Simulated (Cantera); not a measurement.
What does this Cantera script print?

```python
import numpy as np
import cantera as ct

gas_names = """
    CL CL2 N N2 Si SiCL SiCL2 SiCL3 SiCL4 SiN Si2 Si2N Si3
""".split()
cond_names = """
    Si(cr) Si(L) Si3N4(a)
""".split()


# ... load() reads the species with a 1 bar reference pressure and builds the phases ...
atoms = {
    'SiCl4': {'Si': 1, 'CL': 4},
    'N2': {'N': 2},
}
top_T = {'Si3N4(a)': 2400}  # K; cautious upper limits of use, not melting points


# ... equilibrate(T, P, feed) seeds the gas with the atoms and calls Mixture.equilibrate('TP', solver="vcs", rtol=1e-11, max_steps=5000) ...
results = []
feed = {'SiCl4': 1, 'N2': 42}  # mol
P = 13332.2  # Pa
for T in [975, 1050, 1125, 1200, 1275, 1350, 1425, 1500, 1575]:
    mix = equilibrate(T, P, feed)
    results.append((T, P, feed, dict(zip(mix.species_names, mix.species_moles))))
    x = sorted(zip(gas.X, gas.species_names), reverse=True)
    print(f"T = {T:g} K  P = {P:g} Pa  gas = {mix.phase_moles(0):.4g} mol")
    print("   x: " + "  ".join(f"{s} {v:.3e}" for v, s in x if v > 1e-06))
    print("   condensed (mol): " + ("  ".join(f"{mix.phase(i).name} {mix.phase_moles(i):.4g}"
          for i in range(1, mix.n_phases) if mix.phase_moles(i) > 1e-12) or "none"))
```

Result:

```
T = 975 K  P = 13332.2 Pa  gas = 43 mol
   x: N2 9.767e-01  SiCL4 2.326e-02
   condensed (mol): none
T = 1050 K  P = 13332.2 Pa  gas = 43 mol
   x: N2 9.767e-01  SiCL4 2.326e-02
   condensed (mol): none
T = 1125 K  P = 13332.2 Pa  gas = 43 mol
   x: N2 9.767e-01  SiCL4 2.325e-02  SiCL3 3.180e-06  CL 2.721e-06
   condensed (mol): none
T = 1200 K  P = 13332.2 Pa  gas = 43 mol
   x: N2 9.767e-01  SiCL4 2.324e-02  SiCL3 1.154e-05  CL 1.036e-05
   condensed (mol): none
T = 1275 K  P = 13332.2 Pa  gas = 43 mol
   x: N2 9.767e-01  SiCL4 2.322e-02  SiCL3 3.599e-05  CL 3.363e-05  CL2 1.544e-06
   condensed (mol): none
T = 1350 K  P = 13332.2 Pa  gas = 43 mol
   x: N2 9.766e-01  SiCL4 2.315e-02  SiCL3 9.850e-05  CL 9.593e-05  CL2 3.376e-06  SiCL2 2.090e-06
   condensed (mol): none
T = 1425 K  P = 13332.2 Pa  gas = 43.01 mol
   x: N2 9.765e-01  SiCL4 2.300e-02  CL 2.462e-04  SiCL3 2.401e-04  SiCL2 9.862e-06  CL2 6.846e-06
   condensed (mol): none
T = 1500 K  P = 13332.2 Pa  gas = 43.03 mol
   x: N2 9.762e-01  SiCL4 2.268e-02  CL 5.788e-04  SiCL3 5.271e-04  SiCL2 3.892e-05  CL2 1.309e-05
   condensed (mol): none
T = 1575 K  P = 13332.2 Pa  gas = 43.06 mol
   x: N2 9.755e-01  SiCL4 2.205e-02  CL 1.263e-03  SiCL3 1.049e-03  SiCL2 1.307e-04  CL2 2.380e-05
   condensed (mol): none
```

Equilibrium computed with Cantera from the NASA thermochemical tables; the gas is ideal and each condensed phase is pure. The tables' values for SiCl3 are old estimates; treat these amounts as uncertain.
